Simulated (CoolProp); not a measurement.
Vapour-liquid equilibrium of R22 (1) + C3F8 (R218) (2) at 233.7 K; x and y are mole fractions of (1).

The numbers come from the multi-fluid Helmholtz-energy mixture model, Kamei 1995 and Lemmon 2006; pair parameters Bell 2016 in CoolProp.

```
x     bubble pressure (kPa)  y at the bubble point  dew pressure at overall composition x (kPa)  liquid density (mol/L)
----  ---------------------  ---------------------  -------------------------------------------  ----------------------
0.05                  102.1                  0.158                                        93.32                   8.827
0.2                   127.6                  0.406                                        105.9                   9.496
0.35                  139.6                  0.514                                        121.2                   10.29
0.5                   143.8                  0.571                                        138.2                   11.24
0.65                  144.3                  0.611                                        142.3                   12.39
0.8                   140.7                  0.670                                        127.4                   13.82
0.95                  122.7                  0.845                                        112.4                   15.57
```

y crosses x between x = 0.5 and 0.65: the model has an azeotrope there.

The pair parameters rest on a limited set of measurements; away from them the model extrapolates.
